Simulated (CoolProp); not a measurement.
Saturated liquid density (kg/m³) of ethylene: the reference equation beside estimates from Tc = 282.4 K, pc = 5.042 MPa, ω = 0.087.

Computed with CoolProp (reference Helmholtz-energy equation of state, Smukala 2000).

```tsv
T (K)	reference	Redlich-Kwong	Peng-Robinson
165.3	573.4	552.9	624.5
172.2	563.6	542.3	613.7
179.1	553.5	531.2	602.3
186.1	543.0	519.4	590.1
193	532.4	507.2	577.3
200	521.2	494.1	563.5
206.9	509.8	480.5	548.9
213.9	497.7	465.9	533.2
220.8	485.2	450.6	516.4
227.8	471.8	434.1	498.2
234.7	457.7	416.7	478.6
241.7	442.2	397.6	456.8
```

Absolute difference from the reference over all 12 rows, mean and median: Redlich-Kwong 6.0 and 5.5 %, Peng-Robinson 7.2 and 7.9 %.
